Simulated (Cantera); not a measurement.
A closed system holds: 1 mol SiHCl3, 0.025 mol HCl, 120 mol H2, held at 0.100 bar.

Method: chemical equilibrium by Gibbs-energy minimisation in Cantera with the NASA 1993 tables (ideal gas, pure condensed phases). Candidate condensed phases: Si; 19 gas species. The numbers say what is thermodynamically allowed, not how fast it happens.

Q: What share of the Si ends up in condensed phases as a function of T (°C), at 575, 625, 675, 725, 775, 825, 875, 925, 975, 1025, 1075, 1125, 1175?

A: 
| T (°C) | Si condensed (%) | as |
|---|---|---|
| 575 | 20.7 | Si(s) |
| 625 | 25.6 | Si(s) |
| 675 | 32.4 | Si(s) |
| 725 | 41.3 | Si(s) |
| 775 | 51.7 | Si(s) |
| 825 | 62.2 | Si(s) |
| 875 | 71.2 | Si(s) |
| 925 | 77.2 | Si(s) |
| 975 | 80.2 | Si(s) |
| 1025 | 81.4 | Si(s) |
| 1075 | 81.7 | Si(s) |
| 1125 | 81.6 | Si(s) |
| 1175 | 81.2 | Si(s) |
